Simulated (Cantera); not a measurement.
Charge: 1 mol Si, 1.3 mol HCl, 3.6 mol H₂, held at 1273.15 K and 2.10 Pa.

Equilibrium computed with Cantera from the NASA thermochemical tables; the gas is ideal and each condensed phase is pure. Candidate condensed phases: Si; 19 gas species. The tables' values for SiCl₃ are old estimates; treat these amounts as uncertain. Kinetics and transport are ignored.

Base state: H₂ 0.798, HCl 0.139, SiCl₂ 0.0623, SiCl₃ 0.000624, H 0.000139, SiCl₄ 4.09e-5, Cl 2.06e-5 (mole fractions); condensed: Si(s).

Question: What changes in the equilibrium state with this change: H₂ from 3.6 to 40 mol?

Answer: 
```csv
species,before,after
H₂,0.798,0.970
HCl,0.139,0.0274
SiCl₂,0.0623,0.00201
SiCl₄,4.09e-5,4.25e-8
SiCl₃,0.000624,3.61e-6
Cl,2.06e-5,3.69e-6
"Si(s), mol",0.691,0.917
```

Question: What changes in the equilibrium state with this change: pressure from 2.10 Pa to 13.3 mbar?

Answer: 
```tsv
species	before	after
H₂	0.798	0.825
HCl	0.139	0.113
SiCl₂	0.0623	0.0401
SiCl₄	4.09e-5	0.0107
SiH₂Cl₂	3.00e-7	0.000127
SiHCl₃	9.42e-6	0.00313
Cl	2.06e-5	6.55e-7
H	0.000139	5.62e-6
Si(s), mol	0.691	0.701
```

Question: What changes in the equilibrium state with this change: temperature from 1273.15 K to 1525 K?

Answer: 
```tsv
species	before	after
H₂	0.798	0.798
HCl	0.139	0.128
SiCl₂	0.0623	0.0674
H	0.000139	0.00461
Si	8.64e-7	0.000899
SiH	3.41e-8	1.07e-5
SiCl₄	4.09e-5	3.92e-7
SiCl	4.36e-6	0.000350
Si(s), mol	0.691	0.662
```
The tables' values for SiCl, SiCl₃ are old estimates; treat these amounts as uncertain.
